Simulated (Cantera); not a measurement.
Charge: 1 mol SiHCl3, 11 mol N2, 0.74 mol HCl, 0.0085 mol HF, equilibrated at 45.8 Torr.

Method: chemical equilibrium by Gibbs-energy minimisation in Cantera with the NASA 1993 tables (ideal gas, pure condensed phases). Candidate condensed phases: NH4Cl, Si, Si3N4; 49 gas species. N2 is the only nitrogen source here; it is nearly inert below about 1500 K, so the nitride shown seldom forms there in practice. Kinetics and transport are ignored.

**Question.** What share of the Si ends up in condensed phases as a function of T (K), at 1048, 1098, 1148, 1198, 1248, 1298, 1348, 1398, 1448, 1498, 1548, 1598, 1648, 1698?

**Answer.** 
```csv
T (K),Si condensed (%),as
1048,39.4,Si3N4(s)
1098,39.9,Si3N4(s)
1148,40.2,Si3N4(s)
1198,40.4,Si3N4(s)
1248,40.3,Si3N4(s)
1298,39.7,Si3N4(s)
1348,38.2,Si3N4(s)
1398,35.1,Si3N4(s)
1448,29.6,Si3N4(s)
1498,20.8,Si3N4(s)
1548,9.0,Si3N4(s)
1598,0.0,-
1648,0.0,-
1698,0.0,-
```
